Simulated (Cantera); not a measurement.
What does this Cantera script print?

```python
import numpy as np
import cantera as ct

gas_names = """
    C CN CO CO2 C2 CCN CNC C2N2 C2O C3 C3O2 C4 C4N2 C5 Cu CuO Cu2 N NCO NO NO2 NO3 N2 N2O O O2 O3
""".split()
cond_names = """
    C(gr) Cu(cr) Cu(L) CuO(s) Cu2O(s) Cu2O(L)
""".split()


# ... load() reads the species with a 1 bar reference pressure and builds the phases ...
atoms = {
    'Cu': {'Cu': 1},
    'CO2': {'C': 1, 'O': 2},
    'N2': {'N': 2},
}
top_T = {'C(gr)': 4500, 'CuO(s)': 1390}  # K; cautious upper limits of use, not melting points


# ... equilibrate(T, P, feed) seeds the gas with the atoms and calls Mixture.equilibrate('TP', solver="vcs", rtol=1e-11, max_steps=5000) ...
results = []
feed = {'Cu': 1, 'CO2': 1.1, 'N2': 97}  # mol
P = 1000  # Pa
for T in [1448, 1473, 1498, 1523, 1548, 1573, 1598, 1623, 1648, 1673]:
    mix = equilibrate(T, P, feed)
    results.append((T, P, feed, dict(zip(mix.species_names, mix.species_moles))))
    x = sorted(zip(gas.X, gas.species_names), reverse=True)
    print(f"T = {T:g} K  P = {P:g} Pa  gas = {mix.phase_moles(0):.4g} mol")
    print("   x: " + "  ".join(f"{s} {v:.3e}" for v, s in x if v > 1e-06))
    print("   condensed (mol): " + ("  ".join(f"{mix.phase(i).name} {mix.phase_moles(i):.4g}"
          for i in range(1, mix.n_phases) if mix.phase_moles(i) > 1e-12) or "none"))
```

Result:

```
T = 1448 K  P = 1000 Pa  gas = 98.14 mol
   x: N2 9.884e-01  CO2 1.116e-02  Cu 3.317e-04  CO 5.296e-05  O2 2.113e-05  NO 1.056e-05
   condensed (mol): Cu(L) 0.9674
T = 1473 K  P = 1000 Pa  gas = 98.15 mol
   x: N2 9.882e-01  CO2 1.114e-02  Cu 5.175e-04  CO 6.887e-05  O2 2.748e-05  NO 1.370e-05
   condensed (mol): Cu(L) 0.9492
T = 1498 K  P = 1000 Pa  gas = 98.18 mol
   x: N2 9.879e-01  CO2 1.111e-02  Cu 7.951e-04  CO 8.874e-05  O2 3.540e-05  NO 1.762e-05
   condensed (mol): Cu(L) 0.9219
T = 1523 K  P = 1000 Pa  gas = 98.22 mol
   x: N2 9.875e-01  CO2 1.109e-02  Cu 1.204e-03  CO 1.134e-04  O2 4.519e-05  NO 2.245e-05
   condensed (mol): Cu(L) 0.8816
T = 1548 K  P = 1000 Pa  gas = 98.28 mol
   x: N2 9.869e-01  CO2 1.105e-02  Cu 1.799e-03  CO 1.436e-04  O2 5.719e-05  NO 2.837e-05
   condensed (mol): Cu(L) 0.823
T = 1573 K  P = 1000 Pa  gas = 98.37 mol
   x: N2 9.861e-01  CO2 1.100e-02  Cu 2.652e-03  CO 1.804e-04  O2 7.177e-05  NO 3.557e-05  Cu2 1.626e-06
   condensed (mol): Cu(L) 0.7388
T = 1598 K  P = 1000 Pa  gas = 98.49 mol
   x: N2 9.848e-01  CO2 1.094e-02  Cu 3.860e-03  CO 2.248e-04  O2 8.931e-05  NO 4.424e-05  Cu2 2.732e-06  O 1.338e-06
   condensed (mol): Cu(L) 0.6192
T = 1623 K  P = 1000 Pa  gas = 98.66 mol
   x: N2 9.831e-01  CO2 1.087e-02  Cu 5.553e-03  CO 2.781e-04  O2 1.103e-04  NO 5.461e-05  Cu2 4.513e-06  O 1.997e-06
   condensed (mol): Cu(L) 0.4511
T = 1648 K  P = 1000 Pa  gas = 98.9 mol
   x: N2 9.808e-01  CO2 1.078e-02  Cu 7.899e-03  CO 3.413e-04  O2 1.350e-04  NO 6.689e-05  Cu2 7.337e-06  O 2.942e-06  CuO 1.477e-06
   condensed (mol): Cu(L) 0.2172
T = 1673 K  P = 1000 Pa  gas = 99.12 mol
   x: N2 9.786e-01  CO2 1.068e-02  Cu 1.007e-02  CO 4.160e-04  O2 1.642e-04  NO 8.142e-05  Cu2 9.640e-06  O 4.282e-06  CuO 2.005e-06
   condensed (mol): none
```

Equilibrium computed with Cantera from the NASA thermochemical tables; the gas is ideal and each condensed phase is pure.
